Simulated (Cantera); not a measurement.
Premixed flame

A freely propagating, adiabatic, planar premixed flame of CH₄ : C₂H₆ : C₃H₈ : O₂ : N₂ : H₂ = 1 : 0.11 : 0.13 : 2.53 : 9.51 : 0.59 (molar parts), equivalence ratio 1.3, unburnt at 650 K and 0.118 atm; mixture-averaged transport, grid criteria slope 0.08 and curve 0.16, no radiation.

Model: GRI-Mech 3.0 (53 species, 325 reactions), integrated in Cantera. Burning velocities carry a grid error of a few per cent, more on coarse grids.

```csv
z (mm),T (K),u (m/s),x CH₄,x C₂H₆,x C₃H₈,x C₂H,x CH₂O,x H
-5.90,650,2.28,0.0720,0.00793,0.00937,<1e-8,5.88e-8,2.95e-8
-3.93,651,2.29,0.0719,0.00791,0.00935,<1e-8,1.56e-6,8.43e-7
-2.95,656,2.31,0.0715,0.00789,0.00932,<1e-8,1.04e-5,5.36e-6
-1.97,702,2.49,0.0694,0.00783,0.00912,<1e-8,8.88e-5,4.59e-5
-0.983,1048,3.80,0.0535,0.00697,0.00588,<1e-8,0.000766,0.000608
-0.491,1429,5.31,0.0324,0.00307,0.00148,9.45e-8,0.00134,0.00258
0,1793,6.77,0.0108,0.000247,3.77e-5,2.32e-6,0.000863,0.00772
0.491,1984,7.54,0.00176,3.09e-6,6.06e-8,3.95e-6,0.000261,0.0140
0.983,2042,7.76,0.000179,1.85e-8,<1e-8,1.24e-6,4.29e-5,0.0185
1.97,2064,7.82,1.30e-6,<1e-8,<1e-8,2.58e-8,4.71e-7,0.0219
3.93,2074,7.84,<1e-8,<1e-8,<1e-8,<1e-8,<1e-8,0.0226
7.86,2085,7.87,<1e-8,<1e-8,<1e-8,<1e-8,<1e-8,0.0220
15.7,2101,7.92,<1e-8,<1e-8,<1e-8,<1e-8,<1e-8,0.0207
```
x: mole fraction of selected species; z is measured from the peak of heat release.

```
Property                    Result
------------------------  --------
laminar burning velocity  228 cm/s
thermal thickness          1.97 mm
peak x(C₂H)                4.24e-6
peak x(CH₂O)               0.00134
peak x(H)                   0.0226
grid points                    158
```
